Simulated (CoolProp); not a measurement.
The numbers come from the reference Helmholtz-energy equation of state, Thol 2014 in CoolProp.

Q: For diethyl ether, give the phase and the cp (kJ/(kg K)), speed of sound (m/s), Joule-Thomson coefficient (K/MPa), fugacity coefficient at 357.5 K and 0.494 MPa.

A: 
- 357.5 K and 0.494 MPa: liquid; cp 2.58, speed of sound 693, Joule-Thomson coefficient -0.111, fugacity coefficient 0.813
